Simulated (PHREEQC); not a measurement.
Dissolve 0.0035 mol/kgw K2CO3, 0.01 mol/kgw HNO3 and 0.0033 mol/kgw CuSO4 at 20 °C. Closed to the air; pH follows from the charge balance.

Equilibrium calculation in PHREEQC: ion-association model, phreeqc.dat.

Precipitation was switched off in this run.

**Question.** Order these S species by the share of S that they hold, largest first: HSO4-, CuSO4, SO4-2, KSO4-.

**Answer.** SO4-2 (74 %), CuSO4 (14 %), HSO4- (10 %), KSO4- (1.9 %)

The pH is 2.62 and the ionic strength 0.0205 mol/kgw.
